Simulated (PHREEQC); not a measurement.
Na2HPO4 is added in steps, without added water, to 1 kg of water holding 0.0076 mol HF, 0.26 mol NH4F and 0.0045 mol H3PO4, at 25 °C. Oxygen is held at 0.21 atm. CO2 from the air is kept out. Nothing may precipitate in this run.

Base run: PHREEQC, ion-association model, phreeqc.dat. Each further column changes one thing. The table gives HPO4-2 (mol/kgw).

| Na2HPO4 added (mol) | base | metal-ligand complexes left out | Debye-Hückel limiting law | database wateq4f.dat | Davies equation for every ion |
|---|---|---|---|---|---|
| 0 | 2.90e-5 | 2.90e-5 | 5.53e-5 | 3.05e-5 | 2.99e-5 |
| 0.0195 | 0.00725 | 0.00738 | 0.00765 | 0.00721 | 0.00722 |
| 0.039 | 0.0254 | 0.0263 | 0.0265 | 0.0252 | 0.0252 |
| 0.0585 | 0.0432 | 0.0453 | 0.0456 | 0.0430 | 0.0427 |
| 0.0715 | 0.0549 | 0.0581 | 0.0584 | 0.0546 | 0.0540 |
| 0.091 | 0.0721 | 0.0773 | 0.0776 | 0.0717 | 0.0705 |
| 0.1105 | 0.0890 | 0.0965 | 0.0968 | 0.0885 | 0.0864 |
| 0.13 | 0.106 | 0.116 | 0.116 | 0.105 | 0.102 |

 H3PO4, which wateq4f.dat lacks, is added to it with the constant of phreeqc.dat. phreeqc.dat and wateq4f.dat share most of their constants, so their agreement is no independent check.
